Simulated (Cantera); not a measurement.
An adiabatic, constant-pressure homogeneous reactor starts with CO : H2 : O2 : N2 = 1 : 0.084 : 1.26 : 4.74 (molar parts), equivalence ratio 0.43, at 1400 K and 2.40 bar.

Model: GRI-Mech 3.0 (53 species, 325 reactions), integrated in Cantera. The hydrogen kinetics of GRI-Mech 3.0 are dated; newer H2 mechanisms differ, most at raised pressure.

**Question.** Predict: time of steepest temperature rise; temperature at 2.00 s; equilibrium temperature; x(CO) at 2.00 s; x(H2) at 2.00 s; x(O2) at 2.00 s; x(CO2) at 2.00 s; x(NO) at 2.00 s; x(HO2) at 2.00 s.

**Answer.** 
| Item | Value |
|---|---|
| time of steepest temperature rise | 27.8 µs |
| temperature at 2.00 s | 2444 K |
| equilibrium temperature | 2444 K |
| x(CO) at 2.00 s | 0.00786 (gas-phase equilibrium 0.00786) |
| x(H2) at 2.00 s | 0.000102 (gas-phase equilibrium 0.000102) |
| x(O2) at 2.00 s | 0.104 (gas-phase equilibrium 0.104) |
| x(CO2) at 2.00 s | 0.144 (gas-phase equilibrium 0.144) |
| x(NO) at 2.00 s | 0.0140 (gas-phase equilibrium 0.0140) |
| x(HO2) at 2.00 s | 3.04e-6 (gas-phase equilibrium 3.04e-6) |
